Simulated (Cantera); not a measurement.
Input: 1 mol Si, 0.011 mol Cl₂, 2.6 mol H₂, at 1000 Pa.

Method: chemical equilibrium by Gibbs-energy minimisation in Cantera with the NASA 1993 tables (ideal gas, pure condensed phases). Candidate condensed phases: Si; 19 gas species. Equilibrium is a limit: real reactors are often held back by kinetics, nucleation or transport.

Problem. At 975 °C, list the 3 most abundant gas species with their mole fractions, and the condensed phases.

Solution. H₂ 0.992, HCl 0.00808, SiCl₂ 0.000165. Condensed: Si(s).
